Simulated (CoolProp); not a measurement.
Vapour-liquid equilibrium of C3F8 (R218) (1) + c-C4F8 (RC318) (2) at 268.9 K; x and y are mole fractions of (1).

Computed with CoolProp (multi-fluid Helmholtz-energy mixture model, Lemmon 2006 and Platzer 1990; pair parameters Bell 2016). This equation is an older, rougher fit; its heat capacities, sound speeds and derivatives of the liquid may be far off and weren't checked against measurements.

```csv
x,"bubble pressure, mixture model (MPa)","bubble pressure, Raoult's law (MPa)","y, mixture model","y, Raoult's law"
0.05,0.1122,0.1213,0.080,0.148
0.125,0.1197,0.1402,0.211,0.321
0.2,0.1300,0.1590,0.345,0.453
0.275,0.1433,0.1779,0.472,0.557
0.35,0.1595,0.1968,0.584,0.641
0.425,0.1781,0.2156,0.680,0.710
0.5,0.1989,0.2345,0.758,0.768
0.575,0.2214,0.2533,0.821,0.818
0.65,0.2451,0.2722,0.871,0.860
0.725,0.2695,0.2910,0.910,0.897
0.8,0.2942,0.3099,0.942,0.930
0.875,0.3191,0.3288,0.967,0.959
0.95,0.3438,0.3476,0.988,0.984
```

The largest gap from Raoult's law is -19.4 % in bubble pressure, at x = 0.275. No azeotrope shows between x = 0.05 and 0.95.

The pair parameters rest on a limited set of measurements; away from them the model extrapolates.
